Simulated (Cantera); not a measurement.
Input: 1 mol H₂O, 1.9 mol O₂, equilibrated at 2750 K and 220 bar.

Equilibrium computed with Cantera from the NASA thermochemical tables; the gas is ideal and each condensed phase is pure. Candidate condensed phases: H₂O; 9 gas species. The ideal-gas law is rough above about 30 bar. Equilibrium is a limit: real reactors are often held back by kinetics, nucleation or transport.

Base state: O₂ 0.645, H₂O 0.333, OH 0.0184, O 0.00241, H₂ 0.000500, HO₂ 0.000423, H 0.000103, H₂O₂ 4.66e-5 (mole fractions); condensed: gas only.

**Question.** What changes in the equilibrium state with this change: temperature from 2750 K to 2325 K?

**Answer.** 
```csv
species,before,after
O₂,0.645,0.653
H₂O,0.333,0.342
OH,0.0184,0.00512
H,0.000103,6.12e-6
O,0.00241,0.000312
```
